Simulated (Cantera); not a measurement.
Mixture: H₂ : O₂ : N₂ : NO = 1 : 0.532 : 2.5 : 0.013 (molar parts), at 0.860 bar, adiabatic and at constant pressure. Ignition delay is the time to a rise of 400 K.

Detailed kinetics in Cantera: GRI-Mech 3.0 (53 species, 325 reactions). The mechanism lacks 2 NO + O2 → 2 NO2 and HONO, so NO2 and the effect of NO are under-described below about 1400 K. Where the delays flatten at high temperature, the 400 K rule measures the pace of heat release, not the induction time.

Q: What does this change do: pressure from 0.860 bar to 1.01 bar?

A: 
```tsv
quantity	before	after
delay at 1125 K	93.8 µs	80.5 µs
delay at 1225 K	56.4 µs	47.5 µs
delay at 1325 K	39.6 µs	32.6 µs
delay at 1425 K	31.5 µs	25.5 µs
delay at 1525 K	28.0 µs	22.1 µs
delay at 1625 K	27.1 µs	20.9 µs
delay at 1725 K	27.9 µs	21.2 µs
```
